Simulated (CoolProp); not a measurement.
Vapour-liquid equilibrium of R125 (1) + ethanol (2) at 293.3 K; x and y are mole fractions of (1).

The numbers come from the multi-fluid Helmholtz-energy mixture model, Lemmon 2005 and Schroeder 2014; pair parameters Bell 2016 in CoolProp.

```csv
x,"bubble pressure, mixture model (bar)","bubble pressure, Raoult's law (bar)","y, mixture model","y, Raoult's law"
0.05,1.644,0.6614,0.963,0.915
0.15,4.133,1.866,0.985,0.973
0.25,5.904,3.070,0.989,0.986
0.35,7.144,4.274,0.991,0.991
0.45,8.012,5.478,0.992,0.994
0.55,8.644,6.682,0.993,0.996
0.65,9.166,7.887,0.994,0.997
0.75,9.698,9.091,0.995,0.998
0.85,10.38,10.29,0.996,0.999
0.95,11.39,11.50,0.998,1.000
```

The largest gap from Raoult's law is +148.6 % in bubble pressure, at x = 0.05. No azeotrope shows between x = 0.05 and 0.95.

The pair parameters rest on a limited set of measurements; away from them the model extrapolates. The gap from Raoult's law changes sign with composition, which may be real or a fault of the pair parameters; it wasn't checked against measurements. With so large a gap from Raoult's law the liquid may split in two, which this calculation doesn't test in full.
